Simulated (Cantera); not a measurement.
What does this Cantera script print?

```python
import numpy as np
import cantera as ct

gas_names = """
    C CH CH2 CH3 CH4 C2 C2H C2H2,acetylene C2H2,vinylidene C2H3,vinyl C2H4 C2H5 C2H6 C3 C3H3,propargyl
    C3H4,allene C3H4,propyne C3H4,cyclo- C3H5,allyl C3H6,propylene C3H6,cyclo- C3H7,n-propyl
    C3H7,i-propyl C3H8 C4 C4H2 C4H4,1,3-cyclo- C4H6,butadiene C4H6,2-butyne C4H6,cyclo- C4H8,1-butene
    C4H8,cis2-buten C4H8,tr2-butene C4H8,isobutene C4H8,cyclo- C4H9,n-butyl C4H9,i-butyl C4H9,s-butyl
    C4H9,t-butyl C4H10,isobutane C4H10,n-butane C5 C5H6,1,3cyclo- C5H8,cyclo- C5H10,1-pentene
    C5H10,cyclo- C5H11,pentyl C5H11,t-pentyl C5H12,n-pentane C5H12,i-pentane CH3C(CH3)2CH3 C6H2
    C6H5,phenyl C6H6 C6H10,cyclo- C6H12,1-hexene C6H12,cyclo- C6H13,n-hexyl C7H7,benzyl C7H8
    C7H14,1-heptene C7H15,n-heptyl C7H16,n-heptane C8H8,styrene C8H10,ethylbenz C8H16,1-octene
    C8H17,n-octyl C8H18,isooctane C8H18,n-octane C9H19,n-nonyl C10H8,naphthale C10H21,n-decyl
    C12H9,o-bipheny C12H10,bipheny H H2 Si SiC SiC2 SiC4H12 SiH SiH2 SiH3 SiH4 Si2 Si2C Si3
""".split()
cond_names = """
    C(gr) C6H6(L) C7H8(L) C8H18(L),n-octa Si(cr) Si(L) SiC(b)
""".split()


def load(file, names, dense=False):
    # The tables refer to 1 bar. Condensed volumes are neglected.
    table = {s.name: s for s in ct.Species.list_from_file(file)}
    out = []
    for n in names:
        d = dict(table[n].input_data)
        d["thermo"] = dict(d["thermo"], **{"reference-pressure": 1e5})
        if dense:
            d["equation-of-state"] = {"model": "constant-volume", "density": "1e6 g/cm^3"}
        out.append(ct.Species.from_dict(d))
    return out


gas = ct.Solution(thermo="ideal-gas", species=load("nasa_gas.yaml", gas_names))
cond = {s.name: ct.Solution(thermo="fixed-stoichiometry", species=[s], name=s.name)
        for s in load("nasa_condensed.yaml", cond_names, dense=True)}
atoms = {
    'SiC': {'Si': 1, 'C': 1},
    'Si': {'Si': 1},
    'H2': {'H': 2},
}
top_T = {'C(gr)': 4500, 'SiC(b)': 3050}  # K; cautious upper limits of use, not melting points


def equilibrate(T, P, feed):
    n = {}
    for name, mol in feed.items():
        for a, k in atoms[name].items():
            n[a] = n.get(a, 0.0) + k * mol
    gas.TPX = T, P, n
    mass = sum(n.values()) * gas.mean_molecular_weight
    gas.equilibrate("TP")
    valid = [c for c in cond.values() if c.min_temp <= T <= top_T.get(c.name, c.max_temp)]
    mix = ct.Mixture([(gas, mass / gas.mean_molecular_weight)] + [(c, 0.0) for c in valid])
    mix.T, mix.P = T, P
    mix.equilibrate("TP", solver="vcs", rtol=1e-11, max_steps=5000)
    return mix


results = []
feed = {'SiC': 1, 'Si': 0.023, 'H2': 0.49}  # mol
T = 2200  # K
P = 1000  # Pa
mix = equilibrate(T, P, feed)
results.append((T, P, feed, dict(zip(mix.species_names, mix.species_moles))))
print(gas.report(threshold=1e-06))
for i in range(1, mix.n_phases):
    print(f"{mix.phase(i).name:16s} {mix.phase_moles(i):12.5e} mol")
```

Output:

```
       temperature   2200 K
          pressure   1000 Pa
           density   0.00017276 kg/m^3
  mean mol. weight   3.1601 kg/kmol
   phase of matter   gas

                          1 kg             1 kmol
                     ---------------   ---------------
          enthalpy        2.8094e+07        8.8779e+07  J
   internal energy        2.2305e+07        7.0487e+07  J
           entropy             73659        2.3277e+05  J/K
    Gibbs function       -1.3396e+08       -4.2331e+08  J
 heat capacity c_p             10665             33701  J/K
 heat capacity c_v            8033.6             25387  J/K

                      mass frac. Y      mole frac. X     chem. pot. / RT
                     ---------------   ---------------   ---------------
    C2H2,acetylene           0.00022          2.67e-05           -34.903
                 H          0.017088          0.053573           -12.247
                H2           0.57721            0.9048           -24.494
                Si           0.32769          0.036872           -6.4199
              SiC2        0.00067284        4.0806e-05           -16.829
               SiH           0.01429         0.0015522           -18.667
              SiH2         0.0025696        0.00026977           -30.913
               Si2          0.010495        0.00059044            -12.84
              Si2C          0.046673         0.0021632           -18.044
               Si3         0.0030747        0.00011532            -19.26
     [  +77 minor]        8.0479e-06        1.0126e-06

C(gr)             0.00000e+00 mol
Si(L)             7.81964e-04 mol
SiC(b)            9.98792e-01 mol
```

These are equilibrium values from Cantera (NASA tables, ideal gas, pure condensed phases), not measurements of a reactor. Mutual solubility and eutectic melting of coexisting phases are not modelled. Gases not in the tables: Si2H6 and higher silanes.
